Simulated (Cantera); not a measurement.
An isothermal, constant-pressure homogeneous reactor starts with N₂O = 1.3 (molar parts), at 1450 K and 0.0365 atm.

Detailed kinetics in Cantera: GRI-Mech 3.0 (53 species, 325 reactions). GRI-Mech 3.0 was tuned for natural gas; its chemistry of N2O as a main component is partial and can be far from experiment. Radical loss at walls, strong at low pressure, is not modelled. The temperature is held fixed by assumption; the heat of reaction is taken as removed at once.

One state of this run: x N₂O = 5.60e-6; x NO₂ = 0.000191; x NO = 0.143; x O = 5.41e-6; x N₂ = 0.595; x O₂ = 0.262. x: mole fraction; the columns are a selection and need not sum to one.

### Question
Which value of t (s) does it belong to?
(A) 0.0283
(B) 0.124
(C) 0.00147
(D) 200

### Answer
D, 200
